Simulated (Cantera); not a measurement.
# Thermodynamics of chlorosilane synthesis and conversion, feed SiCl4 + H2

A closed system holds: 1 mol SiCl4, 7.7 mol H2, held at 1.00 bar.

These are equilibrium values from Cantera (NASA tables, ideal gas, pure condensed phases), not measurements of a reactor. Candidate condensed phases: Si; 19 gas species. The tables' values for SiCl3 are old estimates; treat these amounts as uncertain. Kinetics and transport are ignored.

From 350 °C to 1325 °C nothing is condensed. The main Si-bearing gas is SiCl4 at 350 °C and SiCl2 at 1325 °C.

| T (°C) | x H2 | x HCl | x SiCl4 | x SiCl2 | x SiHCl3 | x SiCl3 | x SiH2Cl2 |
|---|---|---|---|---|---|---|---|
| 350 | 0.883 | 0.00215 | 0.113 | 2.21e-12 | 0.00214 | 1.60e-8 | 2.19e-6 |
| 425 | 0.881 | 0.00440 | 0.111 | 2.83e-10 | 0.00437 | 3.05e-7 | 1.13e-5 |
| 500 | 0.877 | 0.00774 | 0.107 | 1.40e-8 | 0.00765 | 3.22e-6 | 4.19e-5 |
| 575 | 0.873 | 0.0122 | 0.103 | 3.42e-7 | 0.0119 | 2.21e-5 | 0.000121 |
| 650 | 0.867 | 0.0177 | 0.0975 | 4.87e-6 | 0.0170 | 0.000109 | 0.000291 |
| 725 | 0.861 | 0.0242 | 0.0913 | 4.54e-5 | 0.0225 | 0.000411 | 0.000597 |
| 800 | 0.853 | 0.0318 | 0.0844 | 0.000298 | 0.0278 | 0.00125 | 0.00107 |
| 875 | 0.844 | 0.0410 | 0.0767 | 0.00142 | 0.0317 | 0.00314 | 0.00164 |
| 950 | 0.833 | 0.0533 | 0.0678 | 0.00489 | 0.0327 | 0.00645 | 0.00210 |
| 1025 | 0.817 | 0.0703 | 0.0573 | 0.0124 | 0.0300 | 0.0109 | 0.00222 |
| 1100 | 0.796 | 0.0926 | 0.0451 | 0.0243 | 0.0245 | 0.0154 | 0.00197 |
| 1175 | 0.773 | 0.118 | 0.0322 | 0.0391 | 0.0180 | 0.0185 | 0.00156 |
| 1250 | 0.750 | 0.143 | 0.0205 | 0.0545 | 0.0121 | 0.0193 | 0.00115 |
| 1325 | 0.731 | 0.163 | 0.0117 | 0.0681 | 0.00752 | 0.0179 | 0.000806 |
x: gas mole fraction; nothing condenses.
